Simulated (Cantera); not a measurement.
Input: 1 mol H2S, 0.075 mol SO2, 0.74 mol O2, 0.034 mol H2O, at 2448 K and 133 Pa.

Method: chemical equilibrium by Gibbs-energy minimisation in Cantera with the NASA 1993 tables (ideal gas, pure condensed phases). Candidate condensed phases: H2O, H2SO4, S; 19 gas species. Equilibrium is a limit: real reactors are often held back by kinetics, nucleation or transport.

Base state: H 0.227, SO 0.200, H2 0.174, SO2 0.145, H2O 0.112, S 0.0711, OH 0.0286, O 0.0249 (mole fractions); condensed: gas only.

Problem. What changes in the equilibrium state with this change: 0.078 mol CH4 added?

Solution. 
| species | before | after |
|---|---|---|
| H | 0.227 | 0.238 |
| H2 | 0.174 | 0.191 |
| SO | 0.200 | 0.183 |
| SO2 | 0.145 | 0.114 |
| CO | 0 | 0.0259 |
| O | 0.0249 | 0.0213 |
| OH | 0.0286 | 0.0258 |
| S | 0.0711 | 0.0756 |
| H2O | 0.112 | 0.106 |
| CO2 | 0 | 0.00238 |
| O2 | 0.00663 | 0.00488 |
Further candidate phases: C, C6H6, C7H8, C8H18.
